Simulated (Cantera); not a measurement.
Input: 1 mol SiH₂Cl₂, 0.014 mol C₂H₄, 22 mol H₂, equilibrated at 2052 °C and 63.0 mbar.

These are equilibrium values from Cantera (NASA tables, ideal gas, pure condensed phases), not measurements of a reactor. The tables' values for SiCl, SiCl₃ are old estimates; treat these amounts as uncertain. Gases not in the tables: Si₂H₆ and higher silanes. Rates play no part.

```
species             before     after
----------------  --------  --------
H₂                   0.865     0.771
HCl                 0.0607     0.124
H                   0.0408    0.0385
SiCl₂              0.00729    0.0343
Si                  0.0184    0.0184
SiCl₃              1.03e-5  0.000105
SiC₂               2.45e-5   6.55e-5
C₂H₂ (acetylene)   3.75e-5   8.92e-5
Cl                 0.00205   0.00445
SiCl               0.00232   0.00504
Si₂C              0.000989   0.00162
Si(l), mol           0.173     0.360
SiC(s), mol              0   0.00896
```
Gas species are given as mole fractions.

**Question.** Which change was made?
A) H₂ from 22 to 7.4 mol
B) temperature from 2052 °C to 1600 °C
C) C₂H₄ from 0.014 to 0.097 mol
D) temperature from 2052 °C to 2302 °C

**Answer.** A, H₂ from 22 to 7.4 mol. Mutual solubility and eutectic melting of coexisting phases are not modelled
